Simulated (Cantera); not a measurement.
## Transport properties of process gases

Gas mixture: O2 : N2 = 0.11 : 0.89 (molar parts), at 0.0207 atm, frozen composition.

Cantera's kinetic-theory transport with the Lennard-Jones parameters of GRI-Mech 3.0, ideal gas; thermal conductivity in the mixture-averaged form.

| T (K) | ρ (kg/m³) | cp (J/kg/K) | μ (µPa s) | λ (mW/m/K) | Pr | D (cm²/s) NH3 | D (cm²/s) OH | D (cm²/s) H2 |
|---|---|---|---|---|---|---|---|---|
| 400 | 0.0180 | 1034 | 22.7 | 32.9 | 0.713 | 18.5 | 25.3 | 61.5 |
| 600 | 0.0120 | 1065 | 30.1 | 45.5 | 0.705 | 38.8 | 50.4 | 121 |
| 800 | 0.00898 | 1113 | 36.5 | 57.6 | 0.704 | 64.5 | 81.6 | 196 |
| 1000 | 0.00719 | 1160 | 42.2 | 69.1 | 0.708 | 95.0 | 118 | 283 |
| 1200 | 0.00599 | 1192 | 47.5 | 80.1 | 0.707 | 130 | 160 | 383 |
| 1400 | 0.00513 | 1219 | 52.5 | 90.6 | 0.706 | 169 | 207 | 495 |
| 1600 | 0.00449 | 1240 | 57.3 | 101 | 0.706 | 211 | 258 | 617 |
| 1800 | 0.00399 | 1258 | 61.8 | 110 | 0.705 | 257 | 314 | 750 |
| 2000 | 0.00359 | 1272 | 66.2 | 119 | 0.705 | 307 | 374 | 893 |
D: mixture-averaged diffusion coefficient of that species in the mixture.
